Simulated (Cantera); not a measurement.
Charge: 1 mol B2O3, a varied amount of H2O, 0.85 mol H2, equilibrated at 1300 °C and 0.00133 bar.

Equilibrium computed with Cantera from the NASA thermochemical tables; the gas is ideal and each condensed phase is pure. Candidate condensed phases: B, B2O3, B3O3H3, H2O; 23 gas species. Gases not in the tables: H3BO3. Kinetics and transport are ignored.

x: gas mole fraction; n: condensed amount in mol.

| n(H2O) (mol) | x H2 | x HBO2 | x H2O | x B2O3 | n B2O3(l) |
|---|---|---|---|---|---|
| 0.18 | 0.671 | 0.224 | 0.0331 | 0.0675 | 0.771 |
| 0.52 | 0.459 | 0.377 | 0.0941 | 0.0675 | 0.526 |
| 0.86 | ___ | ___ | ___ | 0.0675 | ___ |
| 1.2 | 0.284 | 0.489 | 0.158 | 0.0675 | 0.0681 |
| 1.5 | 0.253 | 0.490 | 0.203 | 0.0530 | 0 |
| 1.9 | 0.226 | 0.463 | 0.275 | 0.0348 | 0 |
| 2.2 | 0.209 | 0.440 | 0.323 | 0.0268 | 0 |
| 2.6 | 0.191 | 0.410 | 0.379 | 0.0198 | 0 |
| 2.9 | 0.179 | 0.388 | ___ | ___ | 0 |
| 3.3 | 0.165 | 0.363 | 0.459 | 0.0128 | 0 |
| 3.6 | 0.156 | 0.345 | 0.488 | 0.0109 | 0 |

Question: Complete the blanks.

Answer: 
- 2.9, x H2O: 0.416
- 2.9, x B2O3: 0.0162
- 0.86, x H2: 0.350
- 0.86, x HBO2: 0.448
- 0.86, x H2O: 0.133
- 0.86, n B2O3(l): 0.295
